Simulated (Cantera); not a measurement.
# Silicon epitaxy and polysilicon growth: Si2Cl6 + HCl + N2 + Cl2

Charge: 1 mol Si2Cl6, 0.19 mol HCl, 74 mol N2, 0.23 mol Cl2, held at 1325 K.

Equilibrium computed with Cantera from the NASA thermochemical tables; the gas is ideal and each condensed phase is pure. Candidate condensed phases: NH4Cl, Si, Si3N4; 28 gas species. The feed counts by its element totals alone. N2 is the only nitrogen source here; it is nearly inert below about 1500 K, so the nitride shown seldom forms there in practice. The tables' values for SiCl3 are old estimates; treat these amounts as uncertain. The numbers say what is thermodynamically allowed, not how fast it happens.

From 1.00 mbar to 4.60 mbar nothing is condensed. From 21.0 mbar to 2.00 bar the condensed part is Si3N4(s). The main Si-bearing gas is SiCl4 throughout.

```
P (Pa)   x N2  x SiCl4   x SiCl2   x SiCl3    x HCl  n Si3N4(s)
------  -----  -------  --------  --------  -------  ----------
100     0.971   0.0139   0.00790   0.00449  0.00249           0
460     0.971   0.0139   0.00786   0.00449  0.00248           0
2100    0.974   0.0178   0.00262   0.00293  0.00249      0.0766
9600    0.975   0.0197  0.000776   0.00168  0.00249       0.108
44000   0.976   0.0206  0.000223  0.000919  0.00248       0.120
200000  0.976   0.0210   6.38e-5  0.000496  0.00247       0.124
```
x: gas mole fraction; n: condensed amount in mol.
